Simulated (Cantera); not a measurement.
SiCl4 + HCl + H2 (silicon epitaxy and polysilicon growth)

Input: 1 mol SiCl4, 1 mol HCl, 26 mol H2.

Equilibrium computed with Cantera from the NASA thermochemical tables; the gas is ideal and each condensed phase is pure. Candidate condensed phases: Si; 19 gas species. The tables' values for SiCl3 are old estimates. The numbers say what is thermodynamically allowed, not how fast it happens.

Stable condensed phases:

```
T in °C \ P in Pa
            100    210    460    980   2100   4500   9600  20000  44000  94000 200000
   1300       A      A      A      A      A      A      A      A      A      A      A
   1250       A      A      A      A      A      A      A      A      A      A      A
   1200       A      A      A      A      A      A      A      A      A      A      A
   1150       A      A      A      A      A      A      A      A      A      A      A
   1100       A      A      A      A      A      A      A      A      A      A      A
   1050       B      B      A      A      A      A      A      A      A      A      A
   1000       B      B      B      B      B      A      A      A      A      A      A
    950       B      B      B      B      B      A      A      A      A      A      A
    900       B      B      B      B      A      A      A      A      A      A      A
    850       B      B      B      A      A      A      A      A      A      A      A
    800       B      B      A      A      A      A      A      A      A      A      A
    750       B      A      A      A      A      A      A      A      A      A      A
    700       A      A      A      A      A      A      A      A      A      A      A
```

A: gas only; B: Si.
